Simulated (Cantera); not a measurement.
An adiabatic, constant-volume homogeneous reactor starts with 4.35 % C₃H₈, 8.70 % O₂, 87.0 % N₂, at 1698 K and 1.00 atm.

Computed with Cantera and GRI-Mech 3.0 (53 species, 325 reactions). GRI-Mech 3.0 was tuned for natural gas; its chemistry of propane as a main component is partial and can be far from experiment.

Q: Predict: time of steepest temperature rise; temperature at 0.300 s; equilibrium temperature; x(O₂) at 0.300 s; x(OH) at 0.300 s; x(N₂O) at 0.300 s; x(HCN) at 0.300 s.

A: 
```json
{
 "time_of_steepest_temperature_rise": "42.7 µs",
 "temperature at 0.300 s": "2367 K",
 "equilibrium_temperature": "2367 K",
 "x(O₂) at 0.300 s": "4.25e-7 (gas-phase equilibrium 4.25e-7)",
 "x(OH) at 0.300 s": "0.000175 (gas-phase equilibrium 0.000175)",
 "x(N₂O) at 0.300 s": "1.72e-9 (gas-phase equilibrium 1.72e-9)",
 "x(HCN) at 0.300 s": "3.88e-7 (gas-phase equilibrium 3.88e-7)"
}
```
